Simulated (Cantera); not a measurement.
An isothermal plug-flow reactor at 1298 K and 82000 Pa (inlet), inlet velocity 0.84 m/s, active area per volume 130 1/m; feed CH₄ : O₂ : N₂ : H₂O = 0.0029 : 0.025 : 0.79 : 0.0073 (molar parts), equivalence ratio 0.23.

Detailed kinetics in Cantera: Deutschmann's 1995 Pt surface mechanism with GRI-Mech 3.0 gas chemistry. Catalytic surfaces can have several steady states; this one follows from the mechanism file's or the stated starting coverage. Mass transfer to the wall is taken as infinitely fast.

Task: What does this change do: area per volume 130 to 150 1/m?

Result: 
| quantity | before | after |
|---|---|---|
| x(CH₄) at z = 0.0084 m | 0.000562 | 0.000432 |
| x(O₂) at z = 0.0084 m | 0.0248 | 0.0245 |
| x(H₂O) at z = 0.0084 m | 0.0144 | 0.0147 |
| x(CO₂) at z = 0.0084 m | 0.00265 | 0.00280 |
| x(CO) at z = 0.0084 m | 3.16e-6 | 2.50e-6 |
| θ(free Pt) at the exit | 0.639 | 0.640 |
| θ(O*) at the exit | 0.360 | 0.359 |
| θ(OH*) at the exit | 0.00104 | 0.00105 |
